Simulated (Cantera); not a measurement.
A perfectly stirred reactor is fed with CH4 : O2 : N2 = 1 : 2.15 : 8.09 (molar parts), equivalence ratio 0.93, at 500000 Pa; it is adiabatic with a 375 K inlet, and is followed from long to short residence time, starting on the burning branch (τ in s: 0.029, 0.014, 0.007, 0.0034, 0.0017, 0.00082, 0.0004, 0.0002, 9.6e-05).

Model: GRI-Mech 3.0 (53 species, 325 reactions), integrated in Cantera.

**Question.** Predict: blow-out, bracketed by the residence times tried; x(CH4) at τ = 29.0 ms; x(O2) at τ = 29.0 ms; x(H2O2) at τ = 29.0 ms; x(N2O) at τ = 29.0 ms; x(CH2) at τ = 29.0 ms; x(CH4) at τ = 1.70 ms; x(O2) at τ = 1.70 ms; x(H2O2) at τ = 1.70 ms; x(N2O) at τ = 1.70 ms; x(CH2) at τ = 1.70 ms.

**Answer.** 
- blow-out, bracketed by the residence times tried = burning at 96.0 µs, the shortest tried
- x(CH4) at τ = 29.0 ms = 4.02e-6
- x(O2) at τ = 29.0 ms = 0.0142
- x(H2O2) at τ = 29.0 ms = 1.85e-7
- x(N2O) at τ = 29.0 ms = 4.33e-7
- x(CH2) at τ = 29.0 ms = 1.18e-7
- x(CH4) at τ = 1.70 ms = 4.07e-5
- x(O2) at τ = 1.70 ms = 0.0168
- x(H2O2) at τ = 1.70 ms = 3.01e-7
- x(N2O) at τ = 1.70 ms = 5.93e-7
- x(CH2) at τ = 1.70 ms = 1.37e-6
